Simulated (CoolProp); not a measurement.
Vapour-liquid equilibrium of toluene (1) + n-decane (2) at 222.65 °C; x and y are mole fractions of (1).

Values from CoolProp's multi-fluid Helmholtz-energy mixture model, Lemmon 2006 and Lemmon 2006; pair parameters Bell 2016.

```csv
x,bubble pressure (MPa),y at the bubble point,dew pressure at overall composition x (MPa),liquid density (mol/L)
0.05,0.3362,0.133,0.3139,3.999
0.125,0.3910,0.297,0.3340,4.145
0.2,0.4486,0.427,0.3567,4.300
0.275,0.5079,0.531,0.3827,4.465
0.35,0.5681,0.615,0.4127,4.641
0.425,0.6286,0.684,0.4476,4.831
0.5,0.6891,0.743,0.4888,5.035
0.575,0.7495,0.793,0.5379,5.256
0.65,0.8100,0.837,0.5972,5.498
0.725,0.8707,0.877,0.6697,5.762
0.8,0.9319,0.913,0.7588,6.052
0.875,0.9940,0.947,0.8680,6.374
0.95,1.057,0.979,0.9998,6.732
```

No azeotrope shows between x = 0.05 and 0.95.

Pair parameters are fitted to limited data, so mixtures are less certain than the pure fluids.
